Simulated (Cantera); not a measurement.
**Thermodynamics of nitride etching, feed Si3N4 + Cl2 + H2**

Input: 1 mol Si3N4, 1.9 mol Cl2, 98 mol H2, equilibrated at 0.100 bar.

Cantera equilibrium calculation (NASA polynomials, part measured and part estimated; ideal gas, pure solids and liquids). Candidate condensed phases: NH4Cl, Si, Si3N4; 28 gas species. Mutual solubility and eutectic melting of coexisting phases are not modelled. The tables' values for SiCl, SiCl3 are old estimates; treat these amounts as uncertain. Gases not in the tables: Si2H6 and higher silanes. Rates play no part.

From 875 K to 1575 K the condensed part is Si3N4(s). At 1675 K the condensed part is Si(s) + Si3N4(s). From 1775 K to 1975 K the condensed part is Si(l). The main Si-bearing gas is SiCl4 at 875 K and SiCl2 at 1975 K.

```csv
T (K),x H2,x HCl,x N2,x H,x SiCl2,x Si,n Si3N4(s),n Si(s),n Si(l)
875,0.962,0.0372,0.000137,1.56e-10,2.86e-9,<1e-12,0.993,0,0
975,0.962,0.0374,0.000110,3.55e-9,1.42e-7,<1e-12,0.995,0,0
1075,0.962,0.0375,9.88e-5,4.55e-8,3.21e-6,<1e-12,0.995,0,0
1175,0.962,0.0375,0.000113,3.80e-7,3.64e-5,<1e-12,0.994,0,0
1275,0.962,0.0373,0.000207,2.29e-6,0.000199,1.03e-11,0.990,0,0
1375,0.962,0.0364,0.000492,1.06e-5,0.000646,6.67e-10,0.975,0,0
1475,0.963,0.0346,0.00111,4.02e-5,0.00159,2.33e-8,0.944,0,0
1575,0.963,0.0314,0.00218,0.000129,0.00319,5.29e-7,0.891,0,0
1675,0.955,0.0305,0.0103,0.000359,0.00351,4.34e-6,0.482,1.19,0
1775,0.945,0.0308,0.0196,0.000890,0.00321,2.20e-5,0,0,2.66
1875,0.944,0.0313,0.0196,0.00201,0.00290,9.06e-5,0,0,2.68
1975,0.941,0.0317,0.0196,0.00420,0.00263,0.000323,0,0,2.67
```
x: gas mole fraction; n: condensed amount in mol.
